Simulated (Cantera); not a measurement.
Feed: 1 mol SiH4, 0.053 mol O3, 83 mol H2, at 550 K and 13300 Pa.

These are equilibrium values from Cantera (NASA tables, ideal gas, pure condensed phases), not measurements of a reactor. Candidate condensed phases: H2O, Si, SiO2; 18 gas species. The numbers say what is thermodynamically allowed, not how fast it happens.

Base state: H2 1.00 (mole fractions); condensed: Si(s) + SiO2(α-quartz).

What changes in the equilibrium state with this change: O3 from 0.053 to 1.5 mol?


```tsv
species	before	after
H2	1.00	0.971
H2O	<1e-9	0.0294
Si(s), mol	0.920	0
SiO2(α-quartz), mol	0.0795	1.00
```
